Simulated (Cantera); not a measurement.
Mixture: CO : H2 : CH4 : O2 : N2 = 1 : 0.17 : 0.17 : 1.38 : 5.19 (molar parts), equivalence ratio 0.67, at 13.0 bar, adiabatic and at constant pressure. Ignition delay is the time to a rise of 400 K.

Computed with Cantera and GRI-Mech 3.0 (53 species, 325 reactions). The pressure lies above the range GRI-Mech 3.0 was tuned for (to about 10 atm). Below about 1000 K GRI-Mech 3.0 lacks low-temperature oxidation paths. Below about 950 K walls govern HO2 and H2O2 in real vessels.

Task: What does this change do: pressure from 13.0 bar to 1.00 bar?

Result: 
```tsv
quantity	before	after
delay at 923 K	43.7 ms	24.0 ms
delay at 1073 K	1.25 ms	1.33 ms
delay at 1223 K	0.116 ms	0.313 ms
delay at 1373 K	27.0 µs	0.134 ms
delay at 1523 K	9.85 µs	79.9 µs
```
